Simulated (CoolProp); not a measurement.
n-perfluorohexane along the isobar 1810 kPa: density (kg/m³) from the reference equation and from simpler models built on Tc = 448.0 K, pc = 1742 kPa, ω = 0.497; each cubic takes its own stable root.

Values from CoolProp's reference Helmholtz-energy equation of state, Gao 2022.

```json
[
 {"T (K)": "279.3", "phase": "liquid", "reference": "1737", "van der Waals": "981.6", "Redlich-Kwong": "1426", "Soave-Redlich-Kwong": "1512", "Peng-Robinson": "1702"},
 {"T (K)": "294.9", "phase": "liquid", "reference": "1693", "van der Waals": "959.9", "Redlich-Kwong": "1387", "Soave-Redlich-Kwong": "1476", "Peng-Robinson": "1664"},
 {"T (K)": "310.4", "phase": "liquid", "reference": "1649", "van der Waals": "937.1", "Redlich-Kwong": "1345", "Soave-Redlich-Kwong": "1437", "Peng-Robinson": "1622"},
 {"T (K)": "325.9", "phase": "liquid", "reference": "1603", "van der Waals": "912.9", "Redlich-Kwong": "1301", "Soave-Redlich-Kwong": "1395", "Peng-Robinson": "1575"},
 {"T (K)": "341.4", "phase": "liquid", "reference": "1555", "van der Waals": "886.9", "Redlich-Kwong": "1253", "Soave-Redlich-Kwong": "1348", "Peng-Robinson": "1523"},
 {"T (K)": "356.9", "phase": "liquid", "reference": "1503", "van der Waals": "858.9", "Redlich-Kwong": "1201", "Soave-Redlich-Kwong": "1295", "Peng-Robinson": "1465"},
 {"T (K)": "372.4", "phase": "liquid", "reference": "1448", "van der Waals": "828.0", "Redlich-Kwong": "1144", "Soave-Redlich-Kwong": "1236", "Peng-Robinson": "1398"},
 {"T (K)": "387.9", "phase": "liquid", "reference": "1386", "van der Waals": "793.6", "Redlich-Kwong": "1081", "Soave-Redlich-Kwong": "1168", "Peng-Robinson": "1321"},
 {"T (K)": "403.5", "phase": "liquid", "reference": "1314", "van der Waals": "753.6", "Redlich-Kwong": "1008", "Soave-Redlich-Kwong": "1087", "Peng-Robinson": "1228"},
 {"T (K)": "419", "phase": "liquid", "reference": "1226", "van der Waals": "705.6", "Redlich-Kwong": "922.0", "Soave-Redlich-Kwong": "988.9", "Peng-Robinson": "1114"},
 {"T (K)": "434.5", "phase": "liquid", "reference": "1103", "van der Waals": "641.2", "Redlich-Kwong": "808.3", "Soave-Redlich-Kwong": "855.1", "Peng-Robinson": "957.5"},
 {"T (K)": "450", "phase": "supercritical", "reference": "611.2", "van der Waals": "509.4", "Redlich-Kwong": "562.4", "Soave-Redlich-Kwong": "509.7", "Peng-Robinson": "546.4"}
]
```
